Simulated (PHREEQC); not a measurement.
A PHREEQC input (ion-association model, phreeqc.dat):

```
SOLUTION 1
  temp 20
  units mmol/kgw
  pH 6.66
  pe 11.2
  Na 68.7
  K 3.62
  Ca 57.7
  Mg 16.9
  Cl 67.3
  S(6) 81.8 as SO4
  Alkalinity 210 as HCO3
  Zn 0.501
  Li 0.0103
  Br 0.71
  Cd 9.92
END
USE solution 1
EQUILIBRIUM_PHASES 1
  Quartz 0 0.5
  CO2(g) -3.4 10
END
```

The run finishes without an error or a warning.

Its last state differs from that of the intended input:

```
quantity                   as run  intended
------------------------  -------  --------
pH                           9.65      8.63
ionic strength (mol/kgw)    0.313   0.00956
HCO3- (mol/kgw)            0.0403   0.00303
Ca+2 (mol/kgw)             0.0140   0.00127
SO4-2 (mol/kgw)            0.0621  0.000724
Mg+2 (mol/kgw)            0.00478  0.000620
SI of Cd(OH)2 (Cd(OH)2)     +1.18     -0.75
```

Problem. One thing in the input isn't as intended. What explains the difference?

Solution. This is not unique; one that fits is The fault: the units line changed with the numbers kept. The line should read `units mg/L` where the input has `units mmol/kgw`.
